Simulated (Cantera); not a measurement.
An adiabatic, constant-pressure homogeneous reactor starts with CH4 : CO : O2 : N2 = 1 : 0.71 : 2.14 : 8.05 (molar parts), equivalence ratio 1.1, at 950 K and 10.0 bar. Integrator tolerance rtol = 1e-08.

Computed with Cantera and GRI-Mech 3.0 (53 species, 325 reactions). Below about 1000 K GRI-Mech 3.0 lacks low-temperature oxidation paths.

Question: What does this change do: initial temperature 950 to 1673 K?

Answer: 
```json
[
 {"quantity": "time of steepest temperature rise", "before": "0.691 s", "after": "45.6 µs"},
 {"quantity": "temperature at 2.00 s", "before": "2659 K", "after": "2989 K"},
 {"quantity": "equilibrium temperature", "before": "2659 K", "after": "2989 K"},
 {"quantity": "x(CH4) at 2.00 s", "before": "<1e-12 (gas-phase equilibrium <1e-12)", "after": "<1e-12 (gas-phase equilibrium <1e-12)"},
 {"quantity": "x(CO) at 2.00 s", "before": "0.0415 (gas-phase equilibrium 0.0415)", "after": "0.0658 (gas-phase equilibrium 0.0658)"},
 {"quantity": "x(O2) at 2.00 s", "before": "0.00406 (gas-phase equilibrium 0.00406)", "after": "0.0132 (gas-phase equilibrium 0.0132)"},
 {"quantity": "x(CH3) at 2.00 s", "before": "<1e-12 (gas-phase equilibrium <1e-12)", "after": "<1e-12 (gas-phase equilibrium <1e-12)"},
 {"quantity": "x(H2O) at 2.00 s", "before": "0.155 (gas-phase equilibrium 0.155)", "after": "0.136 (gas-phase equilibrium 0.136)"},
 {"quantity": "x(N2O) at 2.00 s", "before": "6.30e-7 (gas-phase equilibrium 6.30e-7)", "after": "1.77e-6 (gas-phase equilibrium 1.77e-6)"}
]
```

Question: What does this change do: pressure from 10.0 bar to 1.01 bar?

Answer: 
```tsv
quantity	before	after
time of steepest temperature rise	0.691 s	not reached
temperature at 2.00 s	2659 K	952 K
equilibrium temperature	2659 K	2551 K
x(CH4) at 2.00 s	<1e-12 (gas-phase equilibrium <1e-12)	0.0838 (gas-phase equilibrium <1e-12)
x(CO) at 2.00 s	0.0415 (gas-phase equilibrium 0.0415)	0.0596 (gas-phase equilibrium 0.0493)
x(O2) at 2.00 s	0.00406 (gas-phase equilibrium 0.00406)	0.180 (gas-phase equilibrium 0.00829)
x(CH3) at 2.00 s	<1e-12 (gas-phase equilibrium <1e-12)	4.99e-7 (gas-phase equilibrium <1e-12)
x(H2O) at 2.00 s	0.155 (gas-phase equilibrium 0.155)	0.000163 (gas-phase equilibrium 0.148)
x(N2O) at 2.00 s	6.30e-7 (gas-phase equilibrium 6.30e-7)	9.44e-12 (gas-phase equilibrium 2.38e-7)
```
